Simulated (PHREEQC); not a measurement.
Copper plating or etch bath

Solution (15 °C): 0.0033 mol/kgw CuSO4, 0.024 mol/kgw HNO3 and 0.0024 mol/kgw NaCl. Closed to the air; pH follows from the charge balance.

Computed with PHREEQC (ion-association model, wateq4f.dat).

No solid was allowed to form.

Problem. What pH does the model give?

Solution. pH 1.71.

Problem. In which forms is Cu present?

Solution. Cu+2 92 %, CuSO4 7.4 % of the Cu.

Species that the database lacks are ignored.
